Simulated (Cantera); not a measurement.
A closed system holds: 1 mol MgO, 1.5 mol HF, 0.2 mol H2, held at 94.0 Pa.

Method: chemical equilibrium by Gibbs-energy minimisation in Cantera with the NASA 1993 tables (ideal gas, pure condensed phases). Candidate condensed phases: H2O, Mg, MgF2, MgO, Mg(OH)2; 31 gas species. Mutual solubility and eutectic melting of coexisting phases are not modelled. Kinetics and transport are ignored.

log p: log10 of the partial pressure in bar; n: condensed amount in mol.

```csv
T (K),log p HF,log p H2O,log p H2,log p MgF2,log p H,log p MgF,n MgF2(s),n MgO(s)
800,-5.41,-3.13,-3.70,<-15,-13.39,<-15,0.748,0.252
850,(withheld),-3.13,-3.71,(withheld),(withheld),<-15,0.745,0.255
900,-4.63,-3.14,-3.71,-13.07,-11.79,<-15,0.738,0.262
950,(withheld),-3.16,-3.72,(withheld),(withheld),<-15,0.724,0.276
1000,-4.02,-3.18,-3.73,-10.84,-10.51,<-15,0.699,0.301
1050,-3.78,-3.23,-3.74,-9.88,-9.96,<-15,0.657,0.343
1100,-3.57,-3.30,-3.77,-9.02,-9.47,-13.94,0.591,0.409
1150,-3.40,-3.41,-3.81,-8.24,-9.03,-12.90,0.497,0.503
1200,-3.28,-3.57,-3.85,-7.52,-8.63,-11.92,0.381,0.619
1250,-3.19,-3.77,-3.88,-6.86,-8.26,-10.99,0.260,0.739
1300,-3.14,-4.01,-3.91,-6.26,-7.91,-10.11,0.160,0.839
1350,-3.12,-4.27,-3.93,-5.70,-7.59,-9.27,0.0892,0.907
1400,-3.10,-4.53,-3.95,-5.18,-7.29,-8.48,0.0402,0.948
```

Task: Some entries are withheld; supply them.

Result: 
- 950, log p HF: -4.30
- 950, log p MgF2: -11.89
- 950, log p H: -11.11
- 850, log p HF: -4.99
- 850, log p MgF2: -14.38
- 850, log p H: -12.54
